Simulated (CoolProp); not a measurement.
Saturation properties of R245ca.

Values from CoolProp's reference Helmholtz-energy equation of state, Zhou 2016.

```json
[
 {"T (°C)": "-9.65", "p (kPa)": "21.01", "enthalpy of vaporisation (kJ/kg)": "223.6", "liquid cp (kJ/(kg K))": "1.336"},
 {"T (°C)": "-7.45", "p (kPa)": "23.56", "enthalpy of vaporisation (kJ/kg)": "222.4", "liquid cp (kJ/(kg K))": "1.338"},
 {"T (°C)": "-5.35", "p (kPa)": "26.22", "enthalpy of vaporisation (kJ/kg)": "221.2", "liquid cp (kJ/(kg K))": "1.341"},
 {"T (°C)": "-3.15", "p (kPa)": "29.27", "enthalpy of vaporisation (kJ/kg)": "220.0", "liquid cp (kJ/(kg K))": "1.343"},
 {"T (°C)": "-0.95", "p (kPa)": "32.60", "enthalpy of vaporisation (kJ/kg)": "218.8", "liquid cp (kJ/(kg K))": "1.345"},
 {"T (°C)": "1.15", "p (kPa)": "36.05", "enthalpy of vaporisation (kJ/kg)": "217.7", "liquid cp (kJ/(kg K))": "1.348"},
 {"T (°C)": "3.35", "p (kPa)": "39.99", "enthalpy of vaporisation (kJ/kg)": "216.4", "liquid cp (kJ/(kg K))": "1.350"},
 {"T (°C)": "5.55", "p (kPa)": "44.26", "enthalpy of vaporisation (kJ/kg)": "215.2", "liquid cp (kJ/(kg K))": "1.353"},
 {"T (°C)": "7.65", "p (kPa)": "48.68", "enthalpy of vaporisation (kJ/kg)": "214.1", "liquid cp (kJ/(kg K))": "1.355"},
 {"T (°C)": "9.85", "p (kPa)": "53.68", "enthalpy of vaporisation (kJ/kg)": "212.8", "liquid cp (kJ/(kg K))": "1.358"},
 {"T (°C)": "12.05", "p (kPa)": "59.08", "enthalpy of vaporisation (kJ/kg)": "211.6", "liquid cp (kJ/(kg K))": "1.361"},
 {"T (°C)": "14.15", "p (kPa)": "64.64", "enthalpy of vaporisation (kJ/kg)": "210.4", "liquid cp (kJ/(kg K))": "1.364"},
 {"T (°C)": "16.35", "p (kPa)": "70.89", "enthalpy of vaporisation (kJ/kg)": "209.2", "liquid cp (kJ/(kg K))": "1.367"},
 {"T (°C)": "18.55", "p (kPa)": "77.62", "enthalpy of vaporisation (kJ/kg)": "208.0", "liquid cp (kJ/(kg K))": "1.370"},
 {"T (°C)": "20.65", "p (kPa)": "84.51", "enthalpy of vaporisation (kJ/kg)": "206.8", "liquid cp (kJ/(kg K))": "1.373"}
]
```

It boils at 25.3 °C under 1 atm.
